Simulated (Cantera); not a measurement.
**Thermodynamics of aluminium nitride and oxide growth, feed Al + N₂**

Charge: 1 mol Al, 88 mol N₂, at 1248 K and 1.00 bar.

Cantera equilibrium calculation (NASA polynomials, part measured and part estimated; ideal gas, pure solids and liquids). Candidate condensed phases: Al, AlN; 5 gas species. Equilibrium is a limit: real reactors are often held back by kinetics, nucleation or transport.

| Property | Value |
|---|---|
| x(N₂) | 1.00 |
| n(AlN(s)) | 1.00 mol |
| gas amount | 87.50 mol |
| log10 activity of Al(l) (absent) | -7.64 |
